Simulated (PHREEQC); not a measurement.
Dissolve 0.0041 mol/kgw (NH4)2SO4 and 0.0039 mol/kgw Cs2CO3 at 25 °C. Closed to the air; pH follows from the charge balance.

Computed with PHREEQC (ion-association model, wateq4f.dat).

Q: The ionic strength comes out as 0.0167 mol/kgw. What activity coefficients do NH4SO4-, OH-, HCO3-, SO4-2, NH4+ get?

A: NH4SO4- 0.88, OH- 0.88, HCO3- 0.88, SO4-2 0.61, NH4+ 0.88.

This is a speciation only: nothing precipitates in the calculation. Species that the database lacks are ignored.
